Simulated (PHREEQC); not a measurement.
Solution (25 °C): 0.0057 mol HF, 0.00043 mol (NH4)2SiF6 and 1.9e-05 mol H3AsO4 per kg of water. Closed to the air; pH follows from the charge balance.

The numbers come from PHREEQC with the ion-association model, wateq4f.dat.

- pH: 2.79
- ionic strength: 0.00301 mol/kgw
- total alkalinity: -7.44 meq/kg

```csv
species,molality,activity,log γ
HF,0.00389,0.00390,0.000
H+,0.00173,0.00163,-0.024
F-,0.00169,0.00159,-0.026
NH4+,0.000860,0.000810,-0.026
SiF6-2,0.000428,0.000338,-0.103
H2F2,3.95e-5,3.95e-5,0.000
```

No solid was allowed to form. SiF6-2 is the database's only silicon fluoride.
